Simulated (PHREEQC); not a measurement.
Dissolve 36 mmol/kgw LiOH, 0.14 mmol/kgw CO2 and 7.4 mmol/kgw Na2CO3 at 60 °C. Closed to the air; pH follows from the charge balance.

Computed with PHREEQC (ion-association model, wateq4f.dat).

```
Property                   Value
----------------  --------------
pH                         11.49
ionic strength    0.0534 mol/kgw
total alkalinity     50.8 meq/kg
```

```
species  molality  activity   log γ
-------  --------  --------  ------
Li+        0.0360    0.0295  -0.086
OH-        0.0358    0.0285  -0.099
Na+        0.0124   0.01000  -0.092
CO3-2     0.00498   0.00220  -0.356
NaCO3-    0.00244   0.00198  -0.089
HCO3-    0.000122   9.94e-5  -0.089
NaHCO3    5.52e-7   5.59e-7   0.005
```

Precipitation was switched off in this run. Constants without temperature data keep their 25 °C values here.
